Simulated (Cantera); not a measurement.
A freely propagating, adiabatic, planar premixed flame of 17.6 % H2, 17.3 % O2, 65.1 % N2, equivalence ratio 0.51, unburnt at 350 K and 0.543 atm; mixture-averaged transport, grid criteria slope 0.08 and curve 0.16, no radiation.

Cantera simulation using the H2/O2 subset of GRI-Mech 3.0, which has no nitrogen chemistry; the numbers are that mechanism's predictions, not measurements. Burning velocities carry a grid error of a few per cent, more on coarse grids. Lean hydrogen flames are cellular in practice and burn faster than this planar one.

x: mole fraction of selected species; z is measured from the peak of heat release.

```json
[
 {"z (mm)": "-2.44", "T (K)": "350", "u (m/s)": "0.795", "x H2": "0.176", "x O2": "0.173", "x OH": "<1e-8", "x H": "<1e-8", "x O": "<1e-8", "x HO2": "<1e-8"},
 {"z (mm)": "-1.63", "T (K)": "350", "u (m/s)": "0.794", "x H2": "0.175", "x O2": "0.173", "x OH": "<1e-8", "x H": "<1e-8", "x O": "<1e-8", "x HO2": "3.79e-8"},
 {"z (mm)": "-1.22", "T (K)": "351", "u (m/s)": "0.793", "x H2": "0.172", "x O2": "0.174", "x OH": "<1e-8", "x H": "<1e-8", "x O": "<1e-8", "x HO2": "2.28e-7"},
 {"z (mm)": "-0.815", "T (K)": "357", "u (m/s)": "0.798", "x H2": "0.162", "x O2": "0.176", "x OH": "<1e-8", "x H": "<1e-8", "x O": "…", "x HO2": "…"},
 {"z (mm)": "-0.407", "T (K)": "470", "u (m/s)": "1.01", "x H2": "0.123", "x O2": "0.178", "x OH": "2.93e-5", "x H": "1.49e-5", "x O": "4.66e-6", "x HO2": "0.000190"},
 {"z (mm)": "-0.204", "T (K)": "745", "u (m/s)": "1.57", "x H2": "0.0857", "x O2": "0.167", "x OH": "0.000401", "x H": "0.000944", "x O": "0.000167", "x HO2": "0.000169"},
 {"z (mm)": "0", "T (K)": "1057", "u (m/s)": "2.21", "x H2": "0.0470", "x O2": "0.141", "x OH": "0.00122", "x H": "0.00444", "x O": "0.00170", "x HO2": "8.34e-5"},
 {"z (mm)": "0.204", "T (K)": "1277", "u (m/s)": "2.67", "x H2": "0.0198", "x O2": "0.115", "x OH": "0.00312", "x H": "0.00686", "x O": "0.00427", "x HO2": "5.09e-5"},
 {"z (mm)": "0.407", "T (K)": "1403", "u (m/s)": "2.93", "x H2": "0.00885", "x O2": "0.103", "x OH": "0.00452", "x H": "0.00614", "x O": "0.00520", "x HO2": "3.67e-5"},
 {"z (mm)": "0.815", "T (K)": "1524", "u (m/s)": "3.17", "x H2": "…", "x O2": "0.0967", "x OH": "…", "x H": "…", "x O": "…", "x HO2": "…"},
 {"z (mm)": "1.63", "T (K)": "1607", "u (m/s)": "3.33", "x H2": "0.00188", "x O2": "0.0956", "x OH": "0.00422", "x H": "0.00104", "x O": "0.00206", "x HO2": "1.39e-5"},
 {"z (mm)": "3.26", "T (K)": "1649", "u (m/s)": "3.41", "x H2": "0.000673", "x O2": "0.0957", "x OH": "0.00271", "x H": "0.000209", "x O": "0.000729", "x HO2": "5.96e-6"},
 {"z (mm)": "6.52", "T (K)": "1664", "u (m/s)": "3.44", "x H2": "0.000200", "x O2": "0.0959", "x OH": "0.00153", "x H": "3.40e-5", "x O": "0.000219", "x HO2": "2.10e-6"}
]
```

Question: Fill in the missing entries.

Answer: 
- -0.815, x O: 3.22e-8
- -0.815, x HO2: 3.89e-6
- 0.815, x H2: 0.00391
- 0.815, x OH: 0.00511
- 0.815, x H: 0.00328
- 0.815, x O: 0.00410
- 0.815, x HO2: 2.44e-5
